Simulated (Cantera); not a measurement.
An isothermal, constant-pressure homogeneous reactor starts with 31.8 % H2, 67.6 % O2, 0.609 % N2, at 1175 K and 0.0247 atm.

Cantera simulation using GRI-Mech 3.0 (53 species, 325 reactions); the numbers are that mechanism's predictions, not measurements. Radical loss at walls, strong at low pressure, is not modelled. The temperature is held fixed by assumption; the heat of reaction is taken as removed at once.

x: mole fraction; the columns are a selection and need not sum to one.

```
t (s)        x H2   x O2       x O    x H2O2       x H     x H2O
--------  -------  -----  --------  --------  --------  --------
2.00e-6     0.318  0.676  1.19e-11    <1e-12  4.46e-10  1.34e-12
1.43e-5     0.318  0.676  4.98e-10    <1e-12       [?]  3.43e-10
0.000103    0.318  0.676   2.99e-8  4.68e-11   7.87e-8   8.55e-8
0.000737      [?]  0.553       [?]       [?]       [?]       [?]
0.00528   0.00465  0.601    0.0129   1.46e-6   0.00895     0.359
0.0379    5.44e-5  0.615  0.000149   3.18e-7   1.07e-5     0.377
0.271     2.24e-6  0.615   6.85e-6   4.30e-8   1.05e-7     0.378
1.95      2.08e-7  0.615   6.66e-7   6.35e-9   3.17e-9     0.378
13.9      3.22e-8  0.615   1.04e-7   1.21e-9  1.97e-10     0.378
100       2.29e-8  0.615   7.29e-8  8.93e-10  1.18e-10     0.378
```

Problem. Fill in the missing entries.

Solution. 
- 1.43e-5, x H: 3.11e-9
- 0.000737, x H2: 0.0667
- 0.000737, x O: 0.0529
- 0.000737, x H2O2: 1.08e-6
- 0.000737, x H: 0.121
- 0.000737, x H2O: 0.185
